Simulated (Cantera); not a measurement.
An adiabatic, constant-volume homogeneous reactor starts with C3H8 : O2 : N2 = 1 : 4.55 : 17.1 (molar parts), at 1125 K and 0.870 bar. Integrator tolerance rtol = 1e-08.

Cantera simulation using GRI-Mech 3.0 (53 species, 325 reactions); the numbers are that mechanism's predictions, not measurements. GRI-Mech 3.0 was tuned for natural gas; its chemistry of propane as a main component is partial and can be far from experiment.

```json
[
 {"quantity": "time of steepest temperature rise", "before": "32.0 ms", "after": "11.3 ms"},
 {"quantity": "temperature at 2.00 s", "before": "2852 K", "after": "2991 K"},
 {"quantity": "equilibrium temperature", "before": "2852 K", "after": "2991 K"},
 {"quantity": "x(C3H8) at 2.00 s", "before": "<1e-12 (gas-phase equilibrium <1e-12)", "after": "<1e-12 (gas-phase equilibrium <1e-12)"},
 {"quantity": "x(O2) at 2.00 s", "before": "0.0132 (gas-phase equilibrium 0.0132)", "after": "0.00953 (gas-phase equilibrium 0.00953)"},
 {"quantity": "x(HO2) at 2.00 s", "before": "5.66e-6 (gas-phase equilibrium 5.66e-6)", "after": "9.32e-6 (gas-phase equilibrium 9.32e-6)"},
 {"quantity": "x(H2O) at 2.00 s", "before": "0.128 (gas-phase equilibrium 0.128)", "after": "0.136 (gas-phase equilibrium 0.136)"},
 {"quantity": "x(H2O2) at 2.00 s", "before": "3.14e-7 (gas-phase equilibrium 3.14e-7)", "after": "8.64e-7 (gas-phase equilibrium 8.64e-7)"},
 {"quantity": "x(NO) at 2.00 s", "before": "0.00923 (gas-phase equilibrium 0.00923)", "after": "0.00942 (gas-phase equilibrium 0.00942)"}
]
```

Problem. Name the change that produced these shifts.
A. pressure from 0.870 bar to 1.40 bar
B. initial temperature 1125 to 1448 K
C. pressure from 0.870 bar to 5.00 bar
D. pressure from 0.870 bar to 1.30 bar

Solution. C, pressure from 0.870 bar to 5.00 bar
